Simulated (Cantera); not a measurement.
A freely propagating, adiabatic, planar premixed flame of 8.29 % CH4, 19.3 % O2, 72.4 % N2, equivalence ratio 0.86, unburnt at 625 K and 4130 Torr; mixture-averaged transport, grid criteria slope 0.08 and curve 0.16, no radiation.

Detailed kinetics in Cantera: GRI-Mech 3.0 (53 species, 325 reactions). Burning velocities carry a grid error of a few per cent, more on coarse grids.

Question: Predict: laminar burning velocity; thermal thickness; peak x(CH2O); peak x(H2).

Answer: 
| Quantity | Value |
|---|---|
| laminar burning velocity | 67.8 cm/s |
| thermal thickness | 0.0978 mm |
| peak x(CH2O) | 0.00141 |
| peak x(H2) | 0.00970 |
